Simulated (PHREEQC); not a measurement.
# Reverse-osmosis permeate

Model water analysis in mg/kgw, 25 °C, pH 5.82, pe 8.5: Na 0.292; K 0.0372; Ca 4.76; Mg 0.289; Cl 0.869; S(6) as SO4 3.9; Alkalinity as HCO3 9.89; Zn 0.346; N(5) as NO3 0.0233; Sr 0.222.

Valence states are taken as typed.

Computed with PHREEQC (ion-association model, phreeqc.dat).

No solid was allowed to form.

Predict the charge-balance error.

charge-balance error 4.0 %.

In which forms is C present?

CO2 77 %, HCO3- 23 % of the C.

Species that the database lacks are ignored.
